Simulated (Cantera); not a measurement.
What does this Cantera script print?

```python
import numpy as np
import cantera as ct

gas_names = """
    Ca CaCL CaCL2 Ca2 CL CL2 H HCL H2
""".split()
cond_names = """
    Ca(a) Ca(b) Ca(L) CaCL2(s) CaCL2(L)
""".split()


def load(file, names, dense=False):
    # The tables refer to 1 bar. Condensed volumes are neglected.
    table = {s.name: s for s in ct.Species.list_from_file(file)}
    out = []
    for n in names:
        d = dict(table[n].input_data)
        d["thermo"] = dict(d["thermo"], **{"reference-pressure": 1e5})
        if dense:
            d["equation-of-state"] = {"model": "constant-volume", "density": "1e6 g/cm^3"}
        out.append(ct.Species.from_dict(d))
    return out


gas = ct.Solution(thermo="ideal-gas", species=load("nasa_gas.yaml", gas_names))
cond = {s.name: ct.Solution(thermo="fixed-stoichiometry", species=[s], name=s.name)
        for s in load("nasa_condensed.yaml", cond_names, dense=True)}
atoms = {
    'CaCl2': {'Ca': 1, 'CL': 2},
    'H2': {'H': 2},
    'HCl': {'H': 1, 'CL': 1},
}
top_T = {}  # K; cautious upper limits of use, not melting points


def equilibrate(T, P, feed):
    n = {}
    for name, mol in feed.items():
        for a, k in atoms[name].items():
            n[a] = n.get(a, 0.0) + k * mol
    gas.TPX = T, P, n
    mass = sum(n.values()) * gas.mean_molecular_weight
    gas.equilibrate("TP")
    valid = [c for c in cond.values() if c.min_temp <= T <= top_T.get(c.name, c.max_temp)]
    mix = ct.Mixture([(gas, mass / gas.mean_molecular_weight)] + [(c, 0.0) for c in valid])
    mix.T, mix.P = T, P
    mix.equilibrate("TP", solver="vcs", rtol=1e-11, max_steps=5000)
    return mix


results = []
feed = {'CaCl2': 1, 'H2': 110, 'HCl': 0.86}  # mol
T = 1275  # K
P = 0.65  # Pa
mix = equilibrate(T, P, feed)
results.append((T, P, feed, dict(zip(mix.species_names, mix.species_moles))))
print(gas.report(threshold=1e-06))
for i in range(1, mix.n_phases):
    print(f"{mix.phase(i).name:16s} {mix.phase_moles(i):12.5e} mol")
```

Result:

```
       temperature   1275 K
          pressure   0.65 Pa
           density   1.9954e-07 kg/m^3
  mean mol. weight   3.2544 kg/kmol
   phase of matter   gas

                          1 kg             1 kmol
                     ---------------   ---------------
          enthalpy        7.5523e+06        2.4578e+07  J
   internal energy        4.2949e+06        1.3977e+07  J
           entropy             84841        2.7611e+05  J/K
    Gibbs function       -1.0062e+08       -3.2746e+08  J
 heat capacity c_p            9741.8             31704  J/K
 heat capacity c_v              7187             23389  J/K

                      mass frac. Y      mole frac. X     chem. pot. / RT
                     ---------------   ---------------   ---------------
              CaCL        0.00017547        7.5609e-06           -65.698
             CaCL2           0.30454         0.0089305           -101.09
                CL         2.075e-05        1.9049e-06           -35.396
                 H        8.8793e-05        0.00028668           -15.052
               HCL          0.086187         0.0076935           -50.448
                H2           0.60899           0.98308           -30.103
     [   +3 minor]        4.6753e-06        3.7965e-07

Ca(L)             0.00000e+00 mol
CaCL2(L)          0.00000e+00 mol
```

Cantera equilibrium calculation (NASA polynomials, part measured and part estimated; ideal gas, pure solids and liquids).
